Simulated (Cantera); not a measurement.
A closed system holds: 1 mol C3H6, 0.27 mol CO2, 0.92 mol N2, equilibrated at 0.120 Torr.

These are equilibrium values from Cantera (NASA tables, ideal gas, pure condensed phases), not measurements of a reactor. Candidate condensed phases: C, C6H6, C7H8, C8H18, H2O; 136 gas species. Rates play no part.

Over these rows the condensed part is C(graphite). Partial pressures as log10 of bar:

```tsv
T (K)	1000/T (1/K)	log p CH4	log p H2	log p N2	log p CO
848	1.1792	-8.13	-3.97	-4.48	-4.71
898	1.1136	?	-3.97	-4.48	-4.71
948	1.0549	-8.70	-3.97	-4.48	-4.71
998	1.0020	-8.95	-3.97	-4.48	-4.71
1048	0.9542	-9.17	-3.97	-4.48	-4.71
1098	0.9107	-9.37	-3.97	-4.48	-4.71
```

Question: Fit log p(CH4) = a + b·(1000/T) to the five rows, give the apparent enthalpy, and predict the row at 898 K.

Answer: Means: 1000/T = 1.0202, log p = -8.864. Sxy = 0.199565, Sxx = 0.0431626, so b = 4.62 and a = -8.864 − (4.62)×1.0202 = -13.58.
Apparent enthalpy: −19.145 × (4.62) = -88 kJ/mol. With the condensed phases at unit activity, C(graphite) + 2 H2(g) = CH4(g) links this pressure to the main gases: over the six rows their terms move log p by +0.00 in all, so the slope is close to that reaction's ΔH°. The five rows lie within 0.01 of the line.
Prediction at 898 K: -13.58 + (4.62)×1.1136 = -8.44. The computed value is -8.43, 0.01 from the line.
